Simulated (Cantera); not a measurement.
Mixture: 12.8 % CH4, 2.42 % H2, 17.9 % O2, 67.0 % N2, at 3.90 bar, adiabatic and at constant pressure. Ignition delay is the time to a rise of 400 K.

Model: GRI-Mech 3.0 (53 species, 325 reactions), integrated in Cantera.

Problem. Predict: delay at 1125 K; delay at 1175 K; delay at 1225 K; delay at 1275 K; delay at 1325 K; delay at 1375 K; delay at 1425 K; apparent activation energy between 1325 and 1425 K.

Solution. 
| Property | Result |
|---|---|
| delay at 1125 K | 5.64 ms |
| delay at 1175 K | 3.67 ms |
| delay at 1225 K | 2.39 ms |
| delay at 1275 K | 1.55 ms |
| delay at 1325 K | 1.00 ms |
| delay at 1375 K | 0.648 ms |
| delay at 1425 K | 0.421 ms |
| apparent activation energy between 1325 and 1425 K | 140 kJ/mol |
